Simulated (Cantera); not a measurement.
Input: 1 mol Ta2O5, 0.64 mol CH4, 0.61 mol CO, equilibrated at 10.5 Torr.

Cantera equilibrium calculation (NASA polynomials, part measured and part estimated; ideal gas, pure solids and liquids). Candidate condensed phases: C, C6H6, C7H8, C8H18, H2O, Ta, TaC, Ta2O5; 113 gas species. Rates play no part.

At 1073 K, list the 4 most abundant gas species with their mole fractions, and the condensed phases.

H2 0.677, CO 0.322, H2O 0.000397, CH4 0.000295. Condensed: C(graphite) + Ta2O5(s).
